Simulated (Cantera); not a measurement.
An isothermal, constant-pressure homogeneous reactor starts with 2.63 % CH₄, 97.2 % H₂, 0.181 % H₂O, at 1550 K and 0.00967 atm.

Cantera simulation using GRI-Mech 3.0 (53 species, 325 reactions); the numbers are that mechanism's predictions, not measurements. GRI-Mech 3.0 stops at C3 and has no aromatics, soot or wall deposition, so with more carbon than oxygen in the feed, carbon stays in small species such as C2H2 where larger ones or solid carbon would form. Radical loss at walls, strong at low pressure, is not modelled.

Predict: x(CH₄) at 100 s; x(H₂) at 100 s; x(CH₂) at 100 s; x(H) at 100 s; x(C₂H) at 100 s; x(C₂H₄) at 100 s; x(C₂H₂) at 100 s.


```json
{
  "x(CH₄) at 100 s": "0.00349 (gas-phase equilibrium 0.000520)",
  "x(H₂) at 100 s": "0.983 (gas-phase equilibrium 0.986)",
  "x(CH₂) at 100 s": "6.11e-9 (gas-phase equilibrium 9.67e-10)",
  "x(H) at 100 s": "0.000309 (gas-phase equilibrium 0.000318)",
  "x(C₂H) at 100 s": "8.77e-9 (gas-phase equilibrium 9.51e-9)",
  "x(C₂H₄) at 100 s": "1.91e-5 (gas-phase equilibrium 1.95e-5)",
  "x(C₂H₂) at 100 s": "0.0110 (gas-phase equilibrium 0.0116)"
}
```
